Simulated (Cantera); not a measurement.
An adiabatic, constant-volume homogeneous reactor starts with 17.8 % CO, 21.4 % H2, 0.925 % CH4, 12.6 % O2, 47.3 % N2, equivalence ratio 1.7, at 1650 K and 0.220 bar.

Computed with Cantera and GRI-Mech 3.0 (53 species, 325 reactions).

Q: Predict: time of steepest temperature rise; temperature at 0.200 s; equilibrium temperature; x(CO) at 0.200 s; x(H2) at 0.200 s; x(NO2) at 0.200 s; x(HCO) at 0.200 s.

A: 
```json
{
 "time_of_steepest_temperature_rise": "47.1 µs",
 "temperature at 0.200 s": "2838 K",
 "equilibrium_temperature": "2838 K",
 "x(CO) at 0.200 s": "0.150 (gas-phase equilibrium 0.150)",
 "x(H2) at 0.200 s": "0.0650 (gas-phase equilibrium 0.0650)",
 "x(NO2) at 0.200 s": "5.29e-7 (gas-phase equilibrium 5.29e-7)",
 "x(HCO) at 0.200 s": "1.96e-7 (gas-phase equilibrium 1.96e-7)"
}
```
